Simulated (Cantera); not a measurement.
An adiabatic, constant-volume homogeneous reactor starts with CH₄ : CO : O₂ : N₂ : H₂O = 1 : 0.66 : 2.91 : 11 : 0.99 (molar parts), equivalence ratio 0.80, at 1375 K and 3750 Torr. Integrator tolerance rtol = 1e-08.

Cantera simulation using GRI-Mech 3.0 (53 species, 325 reactions); the numbers are that mechanism's predictions, not measurements.

Task: What does this change do: pressure from 3750 Torr to 5400 Torr?

Result: 
```tsv
quantity	before	after
time of steepest temperature rise	1.32 ms	0.960 ms
temperature at 0.300 s	2819 K	2842 K
equilibrium temperature	2819 K	2842 K
x(CH₄) at 0.300 s	<1e-12 (gas-phase equilibrium <1e-12)	<1e-12 (gas-phase equilibrium <1e-12)
x(CO) at 0.300 s	0.0213 (gas-phase equilibrium 0.0213)	0.0200 (gas-phase equilibrium 0.0200)
x(O₂) at 0.300 s	0.0363 (gas-phase equilibrium 0.0363)	0.0356 (gas-phase equilibrium 0.0356)
x(HO₂) at 0.300 s	1.84e-5 (gas-phase equilibrium 1.84e-5)	2.09e-5 (gas-phase equilibrium 2.09e-5)
x(C₂H₆) at 0.300 s	<1e-12 (gas-phase equilibrium <1e-12)	<1e-12 (gas-phase equilibrium <1e-12)
x(CH₂O) at 0.300 s	5.61e-10 (gas-phase equilibrium 5.61e-10)	7.02e-10 (gas-phase equilibrium 7.02e-10)
x(H) at 0.300 s	0.00220 (gas-phase equilibrium 0.00220)	0.00189 (gas-phase equilibrium 0.00189)
```

Task: What does this change do: CH4 1 to 0.68 parts?

Result: 
```
quantity                                                              before                                      after
---------------------------------  -----------------------------------------  -----------------------------------------
time of steepest temperature rise                                    1.32 ms                                    1.03 ms
temperature at 0.300 s                                                2819 K                                     2620 K
equilibrium temperature                                               2819 K                                     2620 K
x(CH₄) at 0.300 s                      <1e-12 (gas-phase equilibrium <1e-12)      <1e-12 (gas-phase equilibrium <1e-12)
x(CO) at 0.300 s                       0.0213 (gas-phase equilibrium 0.0213)    0.00648 (gas-phase equilibrium 0.00648)
x(O₂) at 0.300 s                       0.0363 (gas-phase equilibrium 0.0363)      0.0691 (gas-phase equilibrium 0.0691)
x(HO₂) at 0.300 s                    1.84e-5 (gas-phase equilibrium 1.84e-5)    1.72e-5 (gas-phase equilibrium 1.72e-5)
x(C₂H₆) at 0.300 s                     <1e-12 (gas-phase equilibrium <1e-12)      <1e-12 (gas-phase equilibrium <1e-12)
x(CH₂O) at 0.300 s                 5.61e-10 (gas-phase equilibrium 5.61e-10)  4.39e-11 (gas-phase equilibrium 4.39e-11)
x(H) at 0.300 s                      0.00220 (gas-phase equilibrium 0.00220)  0.000578 (gas-phase equilibrium 0.000578)
```
